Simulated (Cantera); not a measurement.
What does this Cantera script print?

```python
import numpy as np
import cantera as ct

gas = ct.Solution("gri30.yaml")


def delay(T, t_max=10):
    gas.TPX = T, 270000, {'CH4': 1, 'C2H6': 0.17, 'C3H8': 0.086, 'O2': 2.52, 'N2': 9.48, 'H2O': 1.4}
    reactor = ct.IdealGasReactor(gas, clone=False)
    net = ct.ReactorNet([reactor])
    net.rtol, net.atol = 1e-8, 1e-16
    while net.time < t_max:
        t_old, T_old = net.time, reactor.T
        net.step()
        if reactor.T > T + 400:  # ignition: a rise of 400 K
            return t_old + (T + 400 - T_old) / (reactor.T - T_old) * (net.time - t_old)
    return np.nan


taus = []
for T in [1000, 1075, 1150, 1225, 1300, 1375, 1450, 1525, 1600, 1675]:
    taus.append(delay(T))
    print(f"T0 = {T:6g} K   tau = {taus[-1]:.4e} s")
```

Output:

```
T0 =   1000 K   tau = 3.9364e-02 s
T0 =   1075 K   tau = 1.0170e-02 s
T0 =   1150 K   tau = 3.3039e-03 s
T0 =   1225 K   tau = 1.2678e-03 s
T0 =   1300 K   tau = 5.3708e-04 s
T0 =   1375 K   tau = 2.4315e-04 s
T0 =   1450 K   tau = 1.1743e-04 s
T0 =   1525 K   tau = 6.0879e-05 s
T0 =   1600 K   tau = 3.3975e-05 s
T0 =   1675 K   tau = 2.0357e-05 s
```

Model: GRI-Mech 3.0 (53 species, 325 reactions), integrated in Cantera.
